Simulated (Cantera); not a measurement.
Input (Python, Cantera) and output of one run.

```python
import numpy as np
import cantera as ct

gas_names = """
    B BH BH2 BH3 BN B2 H H2 N NH NH2 NH3 N2 N2H2 N2H4
""".split()
cond_names = """
    B(b) B(L) BN(s)
""".split()


# ... load() reads the species with a 1 bar reference pressure and builds the phases ...
atoms = {
    'BN': {'B': 1, 'N': 1},
    'H2': {'H': 2},
}
top_T = {'BN(s)': 3200}  # K; cautious upper limits of use, not melting points


# ... equilibrate(T, P, feed) seeds the gas with the atoms and calls Mixture.equilibrate('TP', solver="vcs", rtol=1e-11, max_steps=5000) ...
results = []
feed = {'BN': 1, 'H2': 0.028}  # mol
P = 100000  # Pa
for T in [1400, 1550, 1700, 1850, 2000, 2150, 2300, 2450, 2600, 2750]:
    mix = equilibrate(T, P, feed)
    results.append((T, P, feed, dict(zip(mix.species_names, mix.species_moles))))

top = {s: max(r[3][s] / sum(r[3][g] for g in gas_names) for r in results) for s in gas_names}
cols = sorted((s for s in top if top[s] > 1e-05), key=lambda s: -top[s])[:5]
seen = [c for c in cond_names if any(r[3].get(c, 0) > 1e-12 for r in results)]
print("log10 of partial pressures in bar; condensed amounts in mol")
print(f"{'T/K':>10s}" + "".join(f"{s[:9]:>10s}" for s in cols + seen))
for T, P, feed, n in results:
    ng = sum(n[g] for g in gas_names)
    print(f"{T:10.4g}" + "".join(f"{np.log10(max(n[s] / ng * P / 1e5, 1e-99)):10.3f}" for s in cols)
          + "".join(f"{n.get(c, 0):10.4g}" for c in seen))
```

Result:

```
log10 of partial pressures in bar; condensed amounts in mol
       T/K        H2        N2         H       BH2         B      B(b)      B(L)     BN(s)
      1400    -0.000    -6.840    -5.313    -6.820   -14.434         0         0         1
      1550    -0.000    -5.854    -4.502    -5.712   -12.012         0         0         1
      1700    -0.000    -5.025    -3.832    -4.812   -10.030         0         0         1
      1850    -0.000    -4.317    -3.269    -4.067    -8.381         0         0         1
      2000    -0.001    -3.709    -2.789    -3.441    -6.985         0         0         1
      2150    -0.003    -3.025    -2.376    -2.985    -5.868 2.243e-05         0    0.9999
      2300    -0.008    -2.240    -2.018    -2.690    -4.994 0.0002654         0    0.9997
      2450    -0.026    -1.460    -1.710    -2.491    -4.275         0  0.001933     0.998
      2600    -0.111    -0.727    -1.471    -2.408    -3.662         0   0.01305    0.9868
      2750    -0.887    -0.074    -1.609    -3.035    -3.118         0    0.3302    0.6694
```

Cantera equilibrium calculation (NASA polynomials, part measured and part estimated; ideal gas, pure solids and liquids). Mutual solubility and eutectic melting of coexisting phases are not modelled. The tables' values for BH2 are old estimates; treat these amounts as uncertain. Gases not in the tables: B2H6 and higher boranes.
